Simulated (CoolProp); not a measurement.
Vapour-liquid equilibrium of n-heptane (1) + m-xylene (2) at 0.115 MPa; x and y are mole fractions of (1).

Values from CoolProp's multi-fluid Helmholtz-energy mixture model, Span 2003 and Zhou 2012; pair parameters Bell 2016.

Q: Give the bubble temperature and the first vapour's composition at x = 0.2, 0.5, 0.65. Is there an azeotrope?

A: x = 0.2: 129.0 °C, y = 0.449; x = 0.5: 116.1 °C, y = 0.746; x = 0.65: 111.5 °C, y = 0.838. No azeotrope shows between x = 0.05 and 0.95.

Pair parameters are fitted to limited data, so mixtures are less certain than the pure fluids.
